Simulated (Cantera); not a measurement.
A Cantera script and its output.

```python
import numpy as np
import cantera as ct

gas = ct.Solution("gri30.yaml")
gas.TPX = 450, 500000, {'CO': 1, 'H2': 0.21, 'O2': 0.378, 'N2': 2.04}
inlet = ct.Reservoir(gas, clone=True)
gas.equilibrate("HP")  # start burning
reactor = ct.IdealGasConstPressureReactor(gas, energy="on", clone=False)
exhaust = ct.Reservoir(gas, clone=True)
tau = [0.12, 0.046, 0.017, 0.0067, 0.0025, 0.00097, 0.00037, 0.00014, 5.3e-05][0]
for a, b in ((inlet, reactor), (reactor, exhaust)):
    ct.MassFlowController(a, b, mdot=lambda t: reactor.mass / tau)
net = ct.ReactorNet([reactor])
show = ['CO', 'H2', 'O2', 'NO', 'H', 'HO2', 'O']

rows = []
print(f"{'tau/s':>10s}{'T/K':>9s}" + "".join(f"{s:>11s}" for s in show))
for tau in [0.12, 0.046, 0.017, 0.0067, 0.0025, 0.00097, 0.00037, 0.00014, 5.3e-05]:
    net.initial_time = 0.0
    net.advance(30 * tau)
    before = gas.X
    net.advance(40 * tau)
    drift = np.max(np.abs(gas.X - before) / (gas.X + 1e-9))
    rows.append([gas.T, *gas[show].X, drift])
    print(f"{tau:10.3e}{gas.T:9.1f}" + "".join(f"{x:11.3e}" for x in gas[show].X))
```

It prints:

```
     tau/s      T/K         CO         H2         O2         NO          H        HO2          O
 1.200e-01   2117.9  1.315e-01  8.337e-03  6.208e-05  6.975e-05  3.948e-04  2.249e-08  1.109e-05
 4.600e-02   2114.5  1.316e-01  8.333e-03  1.251e-04  8.317e-05  5.994e-04  5.898e-08  2.546e-05
 1.700e-02   2108.3  1.318e-01  8.333e-03  2.669e-04  9.683e-05  9.413e-04  1.602e-07  6.207e-05
 6.700e-03   2098.1  1.322e-01  8.351e-03  5.493e-04  1.067e-04  1.439e-03  3.894e-07  1.417e-04
 2.500e-03   2079.2  1.333e-01  8.416e-03  1.166e-03  1.121e-04  2.252e-03  9.319e-07  3.296e-04
 9.700e-04   2047.6  1.352e-01  8.563e-03  2.312e-03  1.122e-04  3.457e-03  2.018e-06  7.069e-04
 3.700e-04   1995.0  1.386e-01  8.836e-03  4.342e-03  1.085e-04  5.338e-03  4.174e-06  1.436e-03
 1.400e-04   1913.7  1.439e-01  9.212e-03  7.583e-03  1.004e-04  8.172e-03  8.263e-06  2.687e-03
 5.300e-05   1795.3  1.527e-01  9.507e-03  1.267e-02  8.198e-05  1.182e-02  1.625e-05  4.490e-03
```

Cantera simulation using GRI-Mech 3.0 (53 species, 325 reactions); the numbers are that mechanism's predictions, not measurements. The hydrogen kinetics of GRI-Mech 3.0 are dated; newer H2 mechanisms differ, most at raised pressure.
